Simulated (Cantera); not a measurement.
An isothermal, constant-pressure homogeneous reactor starts with NO : N2 = 0.33 : 4.7 (molar parts), at 1675 K and 100000 Pa.

Computed with Cantera and GRI-Mech 3.0 (53 species, 325 reactions).

Question: Predict: x(NO) at 20.0 s; x(N2O) at 20.0 s; x(O) at 20.0 s; x(O2) at 20.0 s; x(N2) at 20.0 s; x(NO2) at 20.0 s.

Answer: 
```json
{
 "x(NO) at 20.0 s": "0.0546 (gas-phase equilibrium 0.00115)",
 "x(N2O) at 20.0 s": "1.18e-6 (gas-phase equilibrium 7.46e-8)",
 "x(O) at 20.0 s": "2.67e-6 (gas-phase equilibrium 6.17e-6)",
 "x(O2) at 20.0 s": "0.00549 (gas-phase equilibrium 0.0322)",
 "x(N2) at 20.0 s": "0.940 (gas-phase equilibrium 0.967)",
 "x(NO2) at 20.0 s": "3.04e-5 (gas-phase equilibrium 1.49e-6)"
}
```
